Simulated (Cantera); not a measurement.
What does this Cantera script print?

```python
import numpy as np
import cantera as ct

gas_names = [...]  # 123 gases of nasa_gas.yaml made of C, H, O, Si
cond_names = """
    C(gr) C6H6(L) C7H8(L) C8H18(L),n-octa H2O(s) H2O(L) Si(cr) Si(L) SiC(b) SiO2(Lqz) SiO2(hqz) SiO2(L)
""".split()


# ... load() reads the species with a 1 bar reference pressure and builds the phases ...
atoms = {
    'Si': {'Si': 1},
    'CO2': {'C': 1, 'O': 2},
    'H2': {'H': 2},
}
top_T = {'C(gr)': 4500, 'SiC(b)': 3050}  # K; cautious upper limits of use, not melting points


# ... equilibrate(T, P, feed) seeds the gas with the atoms and calls Mixture.equilibrate('TP', solver="vcs", rtol=1e-11, max_steps=5000) ...
results = []
feed = {'Si': 1, 'CO2': 0.2, 'H2': 14}  # mol
P = 13332.2  # Pa
for T in [1600, 1650, 1700, 1750, 1800, 1850, 1900, 1950, 2000]:
    mix = equilibrate(T, P, feed)
    results.append((T, P, feed, dict(zip(mix.species_names, mix.species_moles))))
    x = sorted(zip(gas.X, gas.species_names), reverse=True)
    print(f"T = {T:g} K  P = {P:g} Pa  gas = {mix.phase_moles(0):.4g} mol")
    print("   x: " + "  ".join(f"{s} {v:.3e}" for v, s in x if v > 1e-05))
    print("   condensed (mol): " + ("  ".join(f"{mix.phase(i).name} {mix.phase_moles(i):.4g}"
          for i in range(1, mix.n_phases) if mix.phase_moles(i) > 1e-12) or "none"))
```

Result:

```
T = 1600 K  P = 13332.2 Pa  gas = 14.32 mol
   x: H2 9.777e-01  SiO 2.135e-02  CO 8.132e-04  H 1.472e-04
   condensed (mol): Si(cr) 0.4646  SiC(b) 0.1883  SiO2(hqz) 0.04129
T = 1650 K  P = 13332.2 Pa  gas = 14.4 mol
   x: H2 9.720e-01  SiO 2.658e-02  CO 1.183e-03  H 2.453e-04
   condensed (mol): Si(cr) 0.434  SiC(b) 0.1829
T = 1700 K  P = 13332.2 Pa  gas = 14.4 mol
   x: H2 9.718e-01  SiO 2.635e-02  CO 1.416e-03  H 3.978e-04  SiH2 1.379e-05
   condensed (mol): Si(L) 0.4406  SiC(b) 0.1796
T = 1750 K  P = 13332.2 Pa  gas = 14.4 mol
   x: H2 9.716e-01  SiO 2.581e-02  CO 1.952e-03  H 6.278e-04  SiH2 2.024e-05  Si 1.126e-05
   condensed (mol): Si(L) 0.4558  SiC(b) 0.1718
T = 1800 K  P = 13332.2 Pa  gas = 14.41 mol
   x: H2 9.712e-01  SiO 2.514e-02  CO 2.625e-03  H 9.664e-04  SiH2 2.907e-05  Si 2.382e-05
   condensed (mol): Si(L) 0.4748  SiC(b) 0.1621
T = 1850 K  P = 13332.2 Pa  gas = 14.41 mol
   x: H2 9.707e-01  SiO 2.431e-02  CO 3.444e-03  H 1.454e-03  Si 4.837e-05  SiH2 4.092e-05  SiH 1.725e-05
   condensed (mol): Si(L) 0.4978  SiC(b) 0.1503
T = 1900 K  P = 13332.2 Pa  gas = 14.42 mol
   x: H2 9.699e-01  SiO 2.333e-02  CO 4.413e-03  H 2.140e-03  Si 9.458e-05  SiH2 5.656e-05  SiH 2.952e-05
   condensed (mol): Si(L) 0.5247  SiC(b) 0.1363
T = 1950 K  P = 13332.2 Pa  gas = 14.43 mol
   x: H2 9.689e-01  SiO 2.220e-02  CO 5.524e-03  H 3.090e-03  Si 1.786e-04  SiH2 7.683e-05  SiH 4.911e-05
   condensed (mol): Si(L) 0.555  SiC(b) 0.1202
T = 2000 K  P = 13332.2 Pa  gas = 14.44 mol
   x: H2 9.674e-01  SiO 2.094e-02  CO 6.761e-03  H 4.381e-03  Si 3.266e-04  SiH2 1.027e-04  SiH 7.957e-05
   condensed (mol): Si(L) 0.5878  SiC(b) 0.1021
```

Equilibrium computed with Cantera from the NASA thermochemical tables; the gas is ideal and each condensed phase is pure. Mutual solubility and eutectic melting of coexisting phases are not modelled. The tables hold silica as quartz up to 1696 K and as liquid above; real silica turns to tridymite and cristobalite and melts near 1996 K. Gases not in the tables: Si2H6 and higher silanes.
